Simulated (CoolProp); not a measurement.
A single-stage vapour-compression cycle with the fluid: evaporating at 246.15 K (dew point), condensing at 299.15 K (bubble point), superheat 8 K, subcooling 0 K, compressor efficiency 0.9, no pressure losses. The same conditions are run with several fluids, on thermodynamics alone (safety and materials aside).

Model: reference Helmholtz-energy equation of state of each fluid (carbonyl sulfide: Lemmon 2006; R507A: Lemmon 2003; R245fa: Akasaka 2015; R236FA: Pan 2012; propylene: Lemmon 2013; cis-2-butene: Lemmon 2005), in CoolProp. Blends and air are pseudo-pure fits.

```
fluid             cooling COP  pressure ratio  discharge temperature (K)  refrigerating effect (kJ/kg)  volumetric capacity (kJ/m³)
----------------  -----------  --------------  -------------------------  ----------------------------  ---------------------------
carbonyl sulfide         3.31            4.96                      364.2                           230                         1820
R507A                    2.99            5.48                      316.7                           117                         1420
R245fa                   3.39            11.7                      313.4                           157                          133
R236FA                   3.21            9.19                      304.9                           114                          256
propylene                3.23            4.99                      327.7                           296                         1490
cis-2-butene             3.48            8.36                      327.4                           339                          241
```
